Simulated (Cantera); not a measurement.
Stirred combustor or abatement burner

A perfectly stirred reactor is fed with C2H6 : O2 : N2 : H2O = 1 : 2.69 : 10.1 : 1.4 (molar parts), at 760 Torr; it is adiabatic with a 625 K inlet, and is followed from long to short residence time, starting on the burning branch (τ in s: 0.45, 0.22, 0.11, 0.052, 0.025, 0.012, 0.0061, 0.003, 0.0015, 0.00071, 0.00035, 0.00017, 8.3e-05).

Model: GRI-Mech 3.0 (53 species, 325 reactions), integrated in Cantera.

| τ (s) | T (K) | x C2H6 | x O2 | x H2O | x CH2O | x CH4 |
|---|---|---|---|---|---|---|
| 0.45 | 2183 | 8.34e-8 | 7.88e-5 | 0.225 | 2.64e-7 | 4.25e-6 |
| 0.22 | 2179 | 1.63e-7 | 0.000114 | 0.225 | 4.45e-7 | 5.82e-6 |
| 0.11 | 2174 | 3.06e-7 | 0.000172 | 0.224 | 7.06e-7 | 7.23e-6 |
| 0.052 | 2167 | 5.95e-7 | 0.000275 | 0.224 | 1.13e-6 | 8.61e-6 |
| 0.025 | 2157 | 1.12e-6 | 0.000438 | 0.223 | 1.76e-6 | 1.01e-5 |
| 0.012 | 2144 | 2.09e-6 | 0.000692 | 0.221 | 2.78e-6 | 1.22e-5 |
| 0.0061 | 2130 | 3.72e-6 | 0.00103 | 0.220 | 4.30e-6 | 1.54e-5 |
| 0.0030 | 2112 | 6.85e-6 | 0.00154 | 0.219 | 7.01e-6 | 2.11e-5 |
| 0.0015 | 2092 | 1.27e-5 | 0.00223 | 0.217 | 1.18e-5 | 3.14e-5 |
| 0.00071 | 2068 | 2.54e-5 | 0.00335 | 0.215 | 2.16e-5 | 5.36e-5 |
| 0.00035 | 2041 | 5.21e-5 | 0.00513 | 0.214 | 4.12e-5 | 0.000100 |
| 0.00017 | 1999 | 0.000122 | 0.00888 | 0.213 | 8.79e-5 | 0.000229 |
| 8.3e-5 | 625 | 0.0658 | 0.177 | 0.0922 | <1e-12 | <1e-12 |
x: mole fraction; the columns are a selection and need not sum to one.
